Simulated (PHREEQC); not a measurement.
Make-up at 75 °C: 0.62 mol/kgw H3BO3 and 0.8 mol/kgw Na2SO4. Closed to the air; pH follows from the charge balance.

Equilibrium calculation in PHREEQC: ion-association model, phreeqc.dat.

```csv
quantity,before,after
ionic strength (mol/kgw),1.59,1.66
Na+ (mol/kgw),1.20,1.23
H2BO3- (mol/kgw),0.000148,4.47e-5
```

Question: Name the change that produced these shifts.
(A) Na2SO4 replaced by NaH2PO4 at the same molality
(B) temperature from 75 to 90 °C
(C) temperature from 75 to 70 °C
(D) temperature from 75 to 5 °C

Answer: D, temperature from 75 to 5 °C

Precipitation was switched off in this run. The ionic strength passes 0.7 mol/kgw, the rough limit of the ion-association models, in every such run. Away from 25 °C the constants follow the database's enthalpies or fits; those with neither stay at their 25 °C values.
